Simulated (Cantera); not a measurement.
**Dilute partial oxidation**

An isothermal, constant-pressure homogeneous reactor starts with C2H6 : O2 : N2 : CH4 = 0.018 : 0.006 : 1 : 0.054 (molar parts), equivalence ratio 28, at 1575 K and 750 Torr.

Model: GRI-Mech 3.0 (53 species, 325 reactions), integrated in Cantera. GRI-Mech 3.0 stops at C3 and has no aromatics, soot or wall deposition, so with more carbon than oxygen in the feed, carbon stays in small species such as C2H2 where larger ones or solid carbon would form.

| t (s) | x C2H6 | x O2 | x H2O2 | x N2O | x C2H4 | x CO2 | x NO |
|---|---|---|---|---|---|---|---|
| 9.00e-5 | 0.0125 | 0.00537 | 2.77e-8 | 1.47e-10 | 0.00344 | 9.05e-6 | 1.40e-10 |
| 0.000184 | 0.00916 | 0.00508 | 2.91e-8 | 3.44e-10 | 0.00676 | 2.03e-5 | 3.54e-10 |
| 0.000377 | 0.00506 | 0.00451 | 2.63e-8 | 7.13e-10 | 0.0101 | 3.82e-5 | 7.44e-10 |
| 0.000772 | 0.00196 | 0.00364 | 1.80e-8 | 1.23e-9 | 0.0111 | 6.24e-5 | 1.32e-9 |
| 0.00158 | 0.000641 | 0.00268 | 9.54e-9 | 1.68e-9 | 0.00919 | 9.07e-5 | 1.95e-9 |
| 0.00324 | 0.000262 | 0.00182 | 4.47e-9 | 1.83e-9 | 0.00603 | 0.000119 | 2.48e-9 |
| 0.00663 | 0.000134 | 0.00112 | 1.94e-9 | 1.53e-9 | 0.00304 | 0.000141 | 2.73e-9 |
| 0.0136 | 7.45e-5 | 0.000595 | 8.34e-10 | 8.74e-10 | 0.00121 | 0.000154 | 2.66e-9 |
| 0.0278 | 4.65e-5 | 0.000229 | 3.08e-10 | 2.92e-10 | 0.000570 | 0.000161 | 2.31e-9 |
| 0.0569 | 3.10e-5 | 4.18e-5 | 5.96e-11 | 4.54e-11 | 0.000417 | 0.000163 | 1.76e-9 |
| 0.117 | 2.09e-5 | 1.31e-6 | 2.11e-12 | 1.51e-12 | 0.000365 | 0.000161 | 1.09e-9 |
| 0.239 | 1.21e-5 | 5.69e-10 | <1e-12 | <1e-12 | 0.000346 | 0.000153 | 4.83e-10 |
| 0.488 | 5.46e-6 | <1e-12 | <1e-12 | <1e-12 | 0.000359 | 0.000132 | 1.49e-10 |
| 1.00 | 2.00e-6 | <1e-12 | <1e-12 | <1e-12 | 0.000392 | 0.000106 | 5.86e-11 |
x: mole fraction; the columns are a selection and need not sum to one.

Equilibrium at this temperature and pressure: C2H6 6.83e-8, O2 <1e-12, H2O2 <1e-12, N2O <1e-12, C2H4 0.000133, CO2 5.58e-10, NO <1e-12 (gas phase only).
